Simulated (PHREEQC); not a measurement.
Nickel, zinc or cadmium bath: an equilibrium model

Dissolve 4.3 mmol/kgw ZnSO4 and 0.12 mmol/kgw MnSO4 at 20 °C. Closed to the air; pH follows from the charge balance.

Equilibrium calculation in PHREEQC: ion-association model, phreeqc.dat.

No solid was allowed to form.

### Question
Predict the pH, specific conductance, ionic strength.

### Answer
pH 5.93; specific conductance 682 µS/cm; ionic strength 0.0135 mol/kgw.

### Question
In which forms is Mn present?

### Answer
Mn+2 82 %, MnSO4 18 % of the Mn.
